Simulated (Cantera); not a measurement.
An isothermal, constant-pressure homogeneous reactor starts with H2 : O2 = 0.035 : 1 (molar parts), equivalence ratio 0.018, at 1175 K and 0.0267 bar.

Model: the H2/O2 subset of GRI-Mech 3.0, which has no nitrogen chemistry, integrated in Cantera. Radical loss at walls, strong at low pressure, is not modelled. The temperature is held fixed by assumption; the heat of reaction is taken as removed at once.

x: mole fraction; the columns are a selection and need not sum to one.

```tsv
t (s)	x H2	x O2	x H	x H2O2	x HO2
2.00e-6	0.0338	0.966	7.11e-11	<1e-12	7.40e-11
7.67e-6	0.0338	0.966	2.46e-10	<1e-12	2.84e-10
2.94e-5	0.0338	0.966	7.14e-10	<1e-12	…
0.000113	0.0338	0.966	2.45e-9	1.04e-12	…
0.000434	0.0338	0.966	6.11e-8	1.56e-11	…
0.00166	0.0190	0.955	0.00328	3.56e-7	…
0.00638	0.000329	0.947	0.00252	1.23e-7	…
0.0245	0.000115	0.959	0.000496	1.14e-7	…
0.0940	1.51e-5	0.965	2.40e-5	7.00e-8	…
0.361	1.39e-6	0.965	6.97e-7	2.33e-8	…
1.38	1.59e-7	0.966	2.80e-8	5.52e-9	…
5.31	2.54e-8	0.966	1.84e-9	1.24e-9	…
20.4	5.31e-9	0.966	1.79e-10	3.06e-10	…
78.2	1.85e-9	0.966	3.72e-11	1.18e-10	7.13e-9
300	1.61e-9	0.966	3.04e-11	1.05e-10	7.51e-9
```

Question: What belongs in the gaps?

Answer: 
- 2.94e-5, x HO2: 1.09e-9
- 0.000113, x HO2: 4.21e-9
- 0.000434, x HO2: 1.75e-8
- 0.00166, x HO2: 6.12e-6
- 0.00638, x HO2: 5.11e-6
- 0.0245, x HO2: 3.44e-6
- 0.0940, x HO2: 1.20e-6
- 0.361, x HO2: 2.23e-7
- 1.38, x HO2: 3.57e-8
- 5.31, x HO2: 8.21e-9
- 20.4, x HO2: 5.39e-9
